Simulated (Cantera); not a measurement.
Charge: 1 mol Si3N4, 1.4 mol Cl2, 3 mol H2, held at 1000 Pa.

Cantera equilibrium calculation (NASA polynomials, part measured and part estimated; ideal gas, pure solids and liquids). Candidate condensed phases: NH4Cl, Si, Si3N4; 28 gas species. The tables' values for SiCl3 are old estimates; treat these amounts as uncertain. Rates play no part. All values below are at 1225 K.

Base state: H2 0.472, HCl 0.436, SiCl4 0.0464, N2 0.0367, SiCl3 0.00417, SiCl2 0.00297, SiHCl3 0.00157 (mole fractions); condensed: Si3N4(s).

Q: What changes in the equilibrium state with this change: H2 from 3 to 4.3 mol?

A: 
```csv
species,before,after
H2,0.472,0.571
HCl,0.436,0.376
SiCl4,0.0464,0.0252
N2,0.0367,0.0213
SiCl3,0.00417,0.00289
SiHCl3,0.00157,0.00119
SiCl2,0.00297,0.00262
"Si3N4(s), mol",0.920,0.940
```
